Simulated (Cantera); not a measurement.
Charge: 1 mol C, 2.4 mol H2O, 1.5 mol N2, at 1375 °C and 8.60 bar.

These are equilibrium values from Cantera (NASA tables, ideal gas, pure condensed phases), not measurements of a reactor. Candidate condensed phases: C, C6H6, C7H8, C8H18, H2O; 136 gas species. Equilibrium is a limit: real reactors are often held back by kinetics, nucleation or transport.

Task: What is the equilibrium state?

Result: 
```json
{
 "x(N2)": "0.306",
 "x(H2)": "0.251",
 "x(H2O)": "0.239",
 "x(CO)": "0.157",
 "x(CO2)": "0.0468",
 "x(NH3)": "2.47e-5",
 "x(H)": "1.52e-5",
 "gas_amount": "4.900 mol",
 "log10 activity of C(graphite) (absent)": "-3.03"
}
```
